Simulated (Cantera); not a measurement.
A closed system holds: 1 mol Ti, 2.5 mol C3H8, 0.36 mol CH4, held at 0.600 bar.

Equilibrium computed with Cantera from the NASA thermochemical tables; the gas is ideal and each condensed phase is pure. Candidate condensed phases: C, C6H6, C7H8, C8H18, Ti, TiC; 77 gas species. TiC: taken at fixed stoichiometry. Equilibrium is a limit: real reactors are often held back by kinetics, nucleation or transport. All values below are at 1200 °C.

Base state: H2 0.998, CH4 0.00176, H 1.63e-5 (mole fractions); condensed: C(graphite) + TiC(s).

**Question.** What changes in the equilibrium state with this change: Ti replaced by Ti(OiPr)4?

**Answer.** 
```json
[
 {"species": "H2", "before": "0.998", "after": "0.859"},
 {"species": "CO", "before": "0", "after": "0.139"},
 {"species": "CH4", "before": "0.00176", "after": "0.00130"},
 {"species": "H2O", "before": "0", "after": "0.000150"},
 {"species": "H", "before": "1.63e-5", "after": "1.51e-5"},
 {"species": "C(graphite), mol", "before": "6.84", "after": "14.8"},
 {"species": "TiC(s), mol", "before": "1.00", "after": "1.00"}
]
```
The feed counts by its element totals alone. Further candidate phases: H2O, TiO, TiO2, Ti2O3, Ti3O5, Ti4O7.
